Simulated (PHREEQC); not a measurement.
1.4 g of hydrous ferric oxide (600 m²/g; 0.2 weak and 0.005 strong sites per Fe, Dzombak-Morel constants, diffuse double layer) in 1 kg of water with 0.1 mol/kgw of an inert sodium salt and 0.0044 mmol/kgw PbCl2, at 25 °C; the pH is set by adding NaOH or the inert anion's acid. O2 is buffered at 0.21 atm. No CO2 enters from the air. Nothing may precipitate in this run.

Equilibrium calculation in PHREEQC: ion-association model, wateq4f.dat.

| pH | Pb sorbed (%) | surface charge σ (C/m²) | surface potential ψ (mV) |
|---|---|---|---|
| 4 | 84.7 | 0.321 | 146 |
| 4.38 | 96.6 | 0.286 | 140 |
| 4.75 | ? | 0.245 | 133 |
| 5.12 | 99.8 | 0.201 | 123 |
| 5.88 | 100.0 | ? | 98 |
| 6.25 | 100.0 | ? | 84 |
| 6.62 | 100.0 | 0.066 | 69 |
| 7 | 100.0 | ? | 53 |
| 7.38 | 100.0 | 0.027 | 35 |
| 7.75 | 100.0 | 0.013 | 18 |
| 8.12 | 100.0 | 0.000 | 0 |
| 8.88 | 100.0 | -0.029 | ? |
| 9.25 | 100.0 | -0.046 | -54 |
| 9.62 | 100.0 | -0.067 | -70 |
| 10 | 100.0 | -0.094 | -85 |

Problem. What belongs in the gaps?

Solution. 
- 4.75, Pb sorbed (%): 99.3
- 5.88, surface charge σ (C/m²): 0.122
- 6.25, surface charge σ (C/m²): 0.092
- 7, surface charge σ (C/m²): 0.045
- 8.88, surface potential ψ (mV): -37
